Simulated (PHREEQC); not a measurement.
Make-up at 25 °C: 0.0019 mol/kgw HF, 0.0013 mol/kgw H2SiF6 and 0.15 mol/kgw HNO3. Closed to the air; pH follows from the charge balance.

Computed with PHREEQC (ion-association model, phreeqc.dat).

No solid was allowed to form.

**Question.** Estimate the pH.

**Answer.** pH 0.91.

**Question.** In which forms is Si present?

**Answer.** SiF6-2 52 %, H4SiO4 48 % of the Si.

The solution is supersaturated, for example in Quartz (slow to form), Chalcedony (slow to form), so a real one may precipitate; this is no full list. SiF6-2 is the database's only silicon fluoride.
